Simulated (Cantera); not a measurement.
## Stirred combustor or abatement burner

A perfectly stirred reactor is fed with 8.25 % CO, 4.13 % H2, 5.53 % CH4, 17.2 % O2, 64.9 % N2, equivalence ratio 1.0, at 4.93 atm; it is adiabatic with a 700 K inlet, and is followed from long to short residence time, starting on the burning branch (τ in s: 0.07, 0.027, 0.01, 0.0041, 0.0016, 0.00061, 0.00023, 9.1e-05, 3.5e-05, 1.4e-05).

Computed with Cantera and GRI-Mech 3.0 (53 species, 325 reactions).

```json
[
 {"τ (s)": "0.070", "T (K)": "2524", "x CO": "0.0232", "x H2": "0.00462", "x CH4": "3.15e-7", "x NO": "0.00456", "x CH3": "2.04e-7"},
 {"τ (s)": "0.027", "T (K)": "2523", "x CO": "0.0233", "x H2": "0.00465", "x CH4": "8.03e-7", "x NO": "0.00420", "x CH3": "5.20e-7"},
 {"τ (s)": "0.010", "T (K)": "2520", "x CO": "0.0238", "x H2": "0.00473", "x CH4": "2.08e-6", "x NO": "0.00347", "x CH3": "1.34e-6"},
 {"τ (s)": "0.0041", "T (K)": "2512", "x CO": "0.0247", "x H2": "0.00493", "x CH4": "4.75e-6", "x NO": "0.00253", "x CH3": "3.03e-6"},
 {"τ (s)": "0.0016", "T (K)": "2492", "x CO": "0.0268", "x H2": "0.00541", "x CH4": "1.08e-5", "x NO": "0.00156", "x CH3": "6.70e-6"},
 {"τ (s)": "0.00061", "T (K)": "2450", "x CO": "0.0308", "x H2": "0.00636", "x CH4": "2.36e-5", "x NO": "0.000851", "x CH3": "1.38e-5"},
 {"τ (s)": "0.00023", "T (K)": "2380", "x CO": "0.0369", "x H2": "0.00793", "x CH4": "4.96e-5", "x NO": "0.000438", "x CH3": "2.65e-5"},
 {"τ (s)": "9.1e-5", "T (K)": "2290", "x CO": "0.0442", "x H2": "0.00989", "x CH4": "0.000102", "x NO": "0.000228", "x CH3": "4.78e-5"},
 {"τ (s)": "3.5e-5", "T (K)": "2174", "x CO": "0.0531", "x H2": "0.0121", "x CH4": "0.000229", "x NO": "0.000117", "x CH3": "9.07e-5"},
 {"τ (s)": "1.4e-5", "T (K)": "2038", "x CO": "0.0652", "x H2": "0.0143", "x CH4": "0.000594", "x NO": "5.60e-5", "x CH3": "0.000187"}
]
```
x: mole fraction; the columns are a selection and need not sum to one.
